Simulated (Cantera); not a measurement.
What does this Cantera script print?

```python
import numpy as np
import cantera as ct

gas_names = """
    C CH CH2 CH3 CH2OH CH3O CH4 CH3OH CN CO CO2 COOH C2 C2H CHCO,ketyl C2H2,acetylene C2H2,vinylidene
    CH2CO,ketene C2H3,vinyl CH3CN CH3CO,acetyl C2H4 C2H4O,ethylen CH3CHO,ethanal CH3COOH (HCOOH)2 C2H5
    C2H6 CH3OCH3 C2H5OH CCN CNC C2N2 C2O C3 C3H3,propargyl C3H4,allene C3H4,propyne C3H4,cyclo-
    C3H5,allyl C3H6,propylene C3H6,cyclo- C3H6O C3H7,n-propyl C3H7,i-propyl C3H8 C3H8O,1propanol
    C3H8O,2propanol C3O2 C4 C4H2 C4H4,1,3-cyclo- C4H6,butadiene C4H6,2-butyne C4H6,cyclo- C4H8,1-butene
    C4H8,cis2-buten C4H8,tr2-butene C4H8,isobutene C4H8,cyclo- (CH3COOH)2 C4H9,n-butyl C4H9,i-butyl
    C4H9,s-butyl C4H9,t-butyl C4H10,isobutane C4H10,n-butane C4N2 C5 C5H6,1,3cyclo- C5H8,cyclo-
    C5H10,1-pentene C5H10,cyclo- C5H11,pentyl C5H11,t-pentyl C5H12,n-pentane C5H12,i-pentane
    CH3C(CH3)2CH3 C6H2 C6H5,phenyl C6H5O,phenoxy C6H6 C6H5OH,phenol C6H10,cyclo- C6H12,1-hexene
    C6H12,cyclo- C6H13,n-hexyl C7H7,benzyl C7H8 C7H8O,cresol C7H14,1-heptene C7H15,n-heptyl
    C7H16,n-heptane C8H8,styrene C8H10,ethylbenz C8H16,1-octene C8H17,n-octyl C8H18,isooctane
    C8H18,n-octane C9H19,n-nonyl C10H8,naphthale C10H21,n-decyl C12H9,o-bipheny C12H10,bipheny H HCN HCO
    HCCN HNC HNCO HNO HNO2 HNO3 HO2 H2 HCHO,formaldehy HCOOH H2O H2O2 N NCO NH NH2 NH3 NH2OH NO NO2 NO3
    N2 N2H2 N2H4 N2O O OH O2 O3
""".split()
cond_names = """
    C(gr) C6H6(L) C7H8(L) C8H18(L),n-octa H2O(s) H2O(L)
""".split()


def load(file, names, dense=False):
    # The tables refer to 1 bar. Condensed volumes are neglected.
    table = {s.name: s for s in ct.Species.list_from_file(file)}
    out = []
    for n in names:
        d = dict(table[n].input_data)
        d["thermo"] = dict(d["thermo"], **{"reference-pressure": 1e5})
        if dense:
            d["equation-of-state"] = {"model": "constant-volume", "density": "1e6 g/cm^3"}
        out.append(ct.Species.from_dict(d))
    return out


gas = ct.Solution(thermo="ideal-gas", species=load("nasa_gas.yaml", gas_names))
cond = {s.name: ct.Solution(thermo="fixed-stoichiometry", species=[s], name=s.name)
        for s in load("nasa_condensed.yaml", cond_names, dense=True)}
atoms = {
    'CH3OH': {'C': 1, 'H': 4, 'O': 1},
    'H2': {'H': 2},
    'N2': {'N': 2},
}
top_T = {'C(gr)': 4500}  # K; cautious upper limits of use, not melting points


def equilibrate(T, P, feed):
    n = {}
    for name, mol in feed.items():
        for a, k in atoms[name].items():
            n[a] = n.get(a, 0.0) + k * mol
    gas.TPX = T, P, n
    mass = sum(n.values()) * gas.mean_molecular_weight
    gas.equilibrate("TP")
    valid = [c for c in cond.values() if c.min_temp <= T <= top_T.get(c.name, c.max_temp)]
    mix = ct.Mixture([(gas, mass / gas.mean_molecular_weight)] + [(c, 0.0) for c in valid])
    mix.T, mix.P = T, P
    mix.equilibrate("TP", solver="vcs", rtol=1e-11, max_steps=5000)
    return mix


results = []
feed = {'CH3OH': 1, 'H2': 0.74, 'N2': 34}  # mol
T = 625  # K
for P in [10, 72, 520, 3700, 27000, 190000, 1400000, 10000000]:
    mix = equilibrate(T, P, feed)
    results.append((T, P, feed, dict(zip(mix.species_names, mix.species_moles))))

top = {s: max(r[3][s] / sum(r[3][g] for g in gas_names) for r in results) for s in gas_names}
cols = sorted((s for s in top if top[s] > 1e-05), key=lambda s: -top[s])[:5]
seen = [c for c in cond_names if any(r[3].get(c, 0) > 1e-12 for r in results)]
print("log10 of partial pressures in bar; condensed amounts in mol")
print(f"{'P/Pa':>10s}" + "".join(f"{s[:9]:>10s}" for s in cols + seen))
for T, P, feed, n in results:
    ng = sum(n[g] for g in gas_names)
    print(f"{P:10.4g}" + "".join(f"{np.log10(max(n[s] / ng * P / 1e5, 1e-99)):10.3f}" for s in cols)
          + "".join(f"{n.get(c, 0):10.4g}" for c in seen))
```

It prints:

```
log10 of partial pressures in bar; condensed amounts in mol
      P/Pa        N2        H2       CH4       H2O        CO     C(gr)
        10    -4.043    -5.142    -8.600    -7.065    -5.763    0.1915
        72    -3.183    -4.297    -6.910    -5.666    -5.209    0.3894
       520    -2.322    -3.477    -5.269    -4.404    -4.768    0.5413
      3700    -1.467    -2.724    -3.763    -3.287    -4.403    0.5657
   2.7e+04    -0.599    -2.077    -2.469    -2.292    -4.056    0.3796
   1.9e+05     0.252    -1.553    -1.422    -1.397    -3.684    0.1589
   1.4e+06     1.122    -1.079    -0.474    -0.513    -3.274   0.03057
     1e+07     1.976    -0.622     0.403     0.358    -2.896         0
```

Cantera equilibrium calculation (NASA polynomials, part measured and part estimated; ideal gas, pure solids and liquids). The ideal-gas law is rough above about 30 bar.
